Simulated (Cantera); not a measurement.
Reactions in the system N-O-Pb

Source: NASA polynomial tables (part measured, part estimated), evaluated in Cantera. Values are per mole of reaction as written; species without (g) are pure solids or liquids, kept so even where they would boil at 1 bar.

2 N(g) + PbO → Pb + N2O(g)

```tsv
T (K)	ΔH° (kJ)	ΔS° (J/K)	ΔG° (kJ)	log10 K	condensed phases
1098	-653.7	-104.5	-539.0	25.64	PbO(yellow), Pb(l)
1123	-654.1	-104.8	-536.4	24.95	PbO(yellow), Pb(l)
1148	-654.5	-105.2	-533.7	24.28	PbO(yellow), Pb(l)
1173	-680.5	-127.6	-530.8	23.64	PbO(l), Pb(l)
1198	-681.0	-128.0	-527.6	23.00	PbO(l), Pb(l)
1223	-681.5	-128.5	-524.4	22.40	PbO(l), Pb(l)
1248	-682.0	-128.9	-521.2	21.81	PbO(l), Pb(l)
1273	-682.5	-129.3	-518.0	21.25	PbO(l), Pb(l)
```
